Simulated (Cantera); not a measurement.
Input: 1 mol FeS, 3.6 mol SO2, 1.7 mol N2, held at 1573.15 K and 1 atm.

These are equilibrium values from Cantera (NASA tables, ideal gas, pure condensed phases), not measurements of a reactor. Candidate condensed phases: Fe, FeO, FeS, FeSO4, FeS2, Fe2O3, Fe2(SO4)3, Fe3O4, S; 19 gas species. Metal and sulfide melt together well below either melting point, which pure phases cannot show. Mutual solubility and eutectic melting of coexisting phases are not modelled. The tables' stoichiometric FeO is somewhat more stable than real wüstite, so its field is too wide. FeO, FeS: taken at fixed stoichiometry. Equilibrium is a limit: real reactors are often held back by kinetics, nucleation or transport.

Problem. What is the equilibrium state?

Solution. 
| Property | Value |
|---|---|
| x(SO2) | 0.575 |
| x(N2) | 0.309 |
| x(S2) | 0.103 |
| x(S2O) | 0.00681 |
| x(SO) | 0.00578 |
| x(S) | 2.92e-5 |
| x(SO3) | 1.62e-6 |
| n(FeO(s)) | 0.803 mol |
| n(FeS(l)) | 0.197 mol |
| gas amount | 5.500 mol |
| log10 activity of Fe(γ) (absent) | -1.70 |
| log10 activity of S(l) (absent) | -1.77 |
